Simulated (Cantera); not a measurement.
A closed system holds: 1 mol Si3H8, 0.39 mol HCl, 5.1 mol N2, held at 1750 K and 100 Torr.

Cantera equilibrium calculation (NASA polynomials, part measured and part estimated; ideal gas, pure solids and liquids). Candidate condensed phases: NH4Cl, Si, Si3N4; 28 gas species. The feed counts by its element totals alone. The tables' values for SiCl3 are old estimates; treat these amounts as uncertain. Kinetics and transport are ignored.

Problem. What is the equilibrium state?

Solution. 
```
Item                                  Value
--------------------------------  ---------
x(H2)                                 0.535
x(N2)                                 0.415
x(HCl)                               0.0472
x(SiCl2)                            0.00232
x(H)                               0.000466
x(SiCl3)                            3.46e-5
x(Cl)                               3.17e-5
x(SiCl)                             5.23e-6
x(SiHCl3)                           2.30e-6
n(Si3N4(s))                       0.994 mol
gas amount                        7.504 mol
log10 activity of Si(l) (absent)      -0.78
```
